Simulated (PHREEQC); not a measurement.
Brine

Make-up at 31 °C: 0.11 mol/kgw K2CO3, 6.6e-05 mol/kgw MgSO4 and 0.0031 mol/kgw NaCl. Closed to the air; pH follows from the charge balance.

Model: Pitzer model, pitzer.dat, run in PHREEQC.

No solid was allowed to form.

Q: Estimate the pH, specific conductance.

A: pH 11.27; specific conductance 24600 µS/cm.

Q: In which forms is C present?

A: CO3-2 96 %, HCO3- 3.6 % of the C.

Examples of supersaturated solids here: Magnesite (slow to form). Others may be too.
